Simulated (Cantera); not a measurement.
Cantera run, input and output.

```python
import numpy as np
import cantera as ct

gas = ct.Solution("gri30.yaml")
gas.TPX = 1225, 100000, {'N2O': 1}
inlet = ct.Reservoir(gas, clone=True)

reactor = ct.IdealGasConstPressureReactor(gas, energy="off", clone=False)
exhaust = ct.Reservoir(gas, clone=True)
tau = [1.6, 0.42, 0.11, 0.03, 0.0078, 0.0021, 0.00054, 0.00014][0]
for a, b in ((inlet, reactor), (reactor, exhaust)):
    ct.MassFlowController(a, b, mdot=lambda t: reactor.mass / tau)
net = ct.ReactorNet([reactor])
show = ['N2O', 'NO', 'O', 'NO2', 'O2']

rows = []
print(f"{'tau/s':>10s}{'T/K':>9s}" + "".join(f"{s:>11s}" for s in show))
for tau in [1.6, 0.42, 0.11, 0.03, 0.0078, 0.0021, 0.00054, 0.00014]:
    net.initial_time = 0.0
    net.advance(30 * tau)
    before = gas.X
    net.advance(40 * tau)
    drift = np.max(np.abs(gas.X - before) / (gas.X + 1e-9))
    rows.append([gas.T, *gas[show].X, drift])
    print(f"{tau:10.3e}{gas.T:9.1f}" + "".join(f"{x:11.3e}" for x in gas[show].X))
```

Result:

```
     tau/s      T/K        N2O         NO          O        NO2         O2
 1.600e+00   1225.0  3.529e-01  3.881e-02  1.646e-06  4.142e-04  1.960e-01
 4.200e-01   1225.0  6.501e-01  2.440e-02  2.139e-06  2.542e-04  1.042e-01
 1.100e-01   1225.0  8.704e-01  9.615e-03  2.403e-06  9.408e-05  3.832e-02
 3.000e-02   1225.0  9.603e-01  3.008e-03  2.493e-06  2.435e-05  1.172e-02
 7.800e-03   1225.0  9.893e-01  8.163e-04  2.519e-06  3.951e-06  3.152e-03
 2.100e-03   1225.0  9.971e-01  2.222e-04  2.520e-06  4.339e-07  8.549e-04
 5.400e-04   1225.0  9.993e-01  5.695e-05  2.502e-06  3.289e-08  2.188e-04
 1.400e-04   1225.0  9.998e-01  1.437e-05  2.433e-06  2.180e-09  5.518e-05
```

Cantera simulation using GRI-Mech 3.0 (53 species, 325 reactions); the numbers are that mechanism's predictions, not measurements. GRI-Mech 3.0 was tuned for natural gas; its chemistry of N2O as a main component is partial and can be far from experiment. The mechanism lacks the step 2 NO + O2 → 2 NO2, which can matter for NO2 below about 1400 K. The temperature is held fixed by assumption; the heat of reaction is taken as removed at once.
